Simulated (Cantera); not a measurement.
Input: 1 mol SiH2Cl2, 1.8 mol NH3, equilibrated at 1175 K and 49.0 Pa.

Equilibrium computed with Cantera from the NASA thermochemical tables; the gas is ideal and each condensed phase is pure. Candidate condensed phases: NH4Cl, Si, Si3N4; 28 gas species. The tables' values for SiCl3 are old estimates; treat these amounts as uncertain. Equilibrium is a limit: real reactors are often held back by kinetics, nucleation or transport.

Base state: H2 0.564, HCl 0.371, N2 0.0543, SiCl4 0.00551, SiCl2 0.00345, SiCl3 0.00139, SiHCl3 0.000197 (mole fractions); condensed: Si3N4(s).

### Question
What changes in the equilibrium state with this change: SiH2Cl2 replaced by SiH4?

### Answer
```tsv
species	before	after
H2	0.564	0.953
N2	0.0543	0.0473
HCl	0.371	0
SiCl4	0.00551	0
SiCl2	0.00345	0
SiCl3	0.00139	0
SiHCl3	0.000197	0
Si3N4(s), mol	0.316	0.333
```
